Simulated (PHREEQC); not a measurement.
Consider water at 23 °C with 0.825 mol/kgw HCl, 0.032 mol/kgw MgSO4 and 0.33 mol/kgw MgCl2. Closed to the air; pH follows from the charge balance.

Model: Pitzer model, pitzer.dat, run in PHREEQC.

```
Quantity                   Result
-------------------  ------------
pH                          -0.04
ionic strength       1.90 mol/kgw
activity of water           0.949
density               1.039 g/cm³
osmotic coefficient         1.090
total alkalinity      -825 meq/kg
```

```
species  molality  activity   log γ
-------  --------  --------  ------
Cl-          1.49     0.852  -0.241
H+          0.803      1.09   0.132
Mg+2        0.362     0.201  -0.256
HSO4-      0.0222    0.0159  -0.144
SO4-2     0.00982  0.000162  -1.782
```

Precipitation was switched off in this run. Species that the database lacks are ignored. In brines, pH and single-ion activities rest on the MacInnes convention.
